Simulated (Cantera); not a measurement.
Charge: 1 mol C2H6, 0.15 mol O2, a varied amount of H2, equilibrated at 2700 °C and 3500 Pa.

Cantera equilibrium calculation (NASA polynomials, part measured and part estimated; ideal gas, pure solids and liquids). Candidate condensed phases: C, C6H6, C7H8, C8H18, H2O; 110 gas species. The numbers say what is thermodynamically allowed, not how fast it happens.

Task: What share of the C ends up in condensed phases as a function of n(H2) (mol), at 3.9, 6.9, 9.9, 13, 16, 19, 22, 25?

Result: 
```csv
n(H2) (mol),C condensed (%),as
3.9,43.8,C(graphite)
6.9,26.0,C(graphite)
9.9,8.2,C(graphite)
13,0.0,-
16,0.0,-
19,0.0,-
22,0.0,-
25,0.0,-
```
